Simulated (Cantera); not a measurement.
A perfectly stirred reactor is fed with H₂ : O₂ = 0.046 : 1 (molar parts), at 24.0 Torr; it is held at 1400 K, and followed from long to short residence time.

Detailed kinetics in Cantera: the H2/O2 subset of GRI-Mech 3.0, which has no nitrogen chemistry. Radical loss at walls, strong at low pressure, is not modelled. The temperature is held fixed by assumption; the heat of reaction is taken as removed at once.

What does this change do: pressure from 24.0 Torr to 4.35 Torr?


```csv
quantity,before,after
x(H₂) at τ = 4.50 s,2.50e-5,0.000146
x(O₂) at τ = 4.50 s,0.954,0.948
x(HO₂) at τ = 4.50 s,4.80e-7,3.62e-7
x(H₂O) at τ = 4.50 s,0.0445,0.0432
x(H) at τ = 4.50 s,1.41e-5,0.000374
x(H₂) at τ = 56.0 ms,0.000349,0.000916
x(O₂) at τ = 56.0 ms,0.943,0.922
x(HO₂) at τ = 56.0 ms,2.63e-6,7.27e-7
x(H₂O) at τ = 56.0 ms,0.0423,0.0385
x(H) at τ = 56.0 ms,0.000843,0.00410
```

What does this change do: temperature 1400 to 1000 K?


| quantity | before | after |
|---|---|---|
| x(H₂) at τ = 4.50 s | 2.50e-5 | 0.000145 |
| x(O₂) at τ = 4.50 s | 0.954 | 0.955 |
| x(HO₂) at τ = 4.50 s | 4.80e-7 | 2.10e-6 |
| x(H₂O) at τ = 4.50 s | 0.0445 | 0.0448 |
| x(H) at τ = 4.50 s | 1.41e-5 | 5.42e-6 |
| x(H₂) at τ = 56.0 ms | 0.000349 | 0.00169 |
| x(O₂) at τ = 56.0 ms | 0.943 | 0.952 |
| x(HO₂) at τ = 56.0 ms | 2.63e-6 | 1.00e-5 |
| x(H₂O) at τ = 56.0 ms | 0.0423 | 0.0426 |
| x(H) at τ = 56.0 ms | 0.000843 | 0.000398 |
